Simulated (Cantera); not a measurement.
An adiabatic, constant-pressure homogeneous reactor starts with CH₃OH : O₂ : N₂ : H₂O = 1 : 0.882 : 8.29 : 0.33 (molar parts), at 1800 K and 510000 Pa. Integrator tolerance rtol = 1e-08.

Detailed kinetics in Cantera: GRI-Mech 3.0 (53 species, 325 reactions). GRI-Mech 3.0 was tuned for natural gas; its chemistry of methanol as a main component is partial and can be far from experiment.

Question: What does this change do: initial temperature 1800 to 1123 K?

Answer: 
```
quantity                                                              before                                      after
---------------------------------  -----------------------------------------  -----------------------------------------
time of steepest temperature rise                                    6.06 µs                                    10.3 ms
temperature at 0.100 s                                                2529 K                                     1921 K
equilibrium temperature                                               2529 K                                     1921 K
x(CH₃OH) at 0.100 s                    <1e-12 (gas-phase equilibrium <1e-12)      <1e-12 (gas-phase equilibrium <1e-12)
x(O₂) at 0.100 s                     8.69e-5 (gas-phase equilibrium 8.69e-5)    3.56e-8 (gas-phase equilibrium 3.56e-8)
x(H₂O) at 0.100 s                        0.149 (gas-phase equilibrium 0.149)        0.147 (gas-phase equilibrium 0.147)
x(H₂) at 0.100 s                       0.0486 (gas-phase equilibrium 0.0486)      0.0538 (gas-phase equilibrium 0.0538)
x(CH₃) at 0.100 s                  3.33e-12 (gas-phase equilibrium 3.79e-12)  3.86e-12 (gas-phase equilibrium 4.35e-12)
x(NO) at 0.100 s                   0.000469 (gas-phase equilibrium 0.000469)    3.10e-6 (gas-phase equilibrium 2.40e-6)
```

Question: What does this change do: pressure from 510000 Pa to 39000 Pa?

Answer: 
```
quantity                                                              before                                      after
---------------------------------  -----------------------------------------  -----------------------------------------
time of steepest temperature rise                                    6.06 µs                                    65.4 µs
temperature at 0.100 s                                                2529 K                                     2465 K
equilibrium temperature                                               2529 K                                     2465 K
x(CH₃OH) at 0.100 s                    <1e-12 (gas-phase equilibrium <1e-12)      <1e-12 (gas-phase equilibrium <1e-12)
x(O₂) at 0.100 s                     8.69e-5 (gas-phase equilibrium 8.69e-5)  0.000563 (gas-phase equilibrium 0.000563)
x(H₂O) at 0.100 s                        0.149 (gas-phase equilibrium 0.149)        0.144 (gas-phase equilibrium 0.144)
x(H₂) at 0.100 s                       0.0486 (gas-phase equilibrium 0.0486)      0.0490 (gas-phase equilibrium 0.0490)
x(CH₃) at 0.100 s                  3.33e-12 (gas-phase equilibrium 3.79e-12)      <1e-12 (gas-phase equilibrium <1e-12)
x(NO) at 0.100 s                   0.000469 (gas-phase equilibrium 0.000469)    0.00106 (gas-phase equilibrium 0.00106)
```
